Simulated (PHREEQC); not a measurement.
A PHREEQC speciation (ion-association model, wateq4f.dat) at 25 °C gives pH 3.29 and these molalities:

```csv
species,mol/kgw
SO4-2,0.00590
Cu+2,0.00570
CuSO4,0.00220
H+,0.000587
HSO4-,0.000193
CuOH+,7.34e-8
```

**Question.** What are the element totals, and what could have been dissolved in 1 kg of water to give them?

**Answer.** This is not unique; one that fits is totals Cu(2) 0.00790, S(6) 0.00829 mol/kgw, from 0.0079 mol CuSO4 and 0.00039 mol H2SO4 per kg of water.

This is a speciation only: nothing precipitates in the calculation.
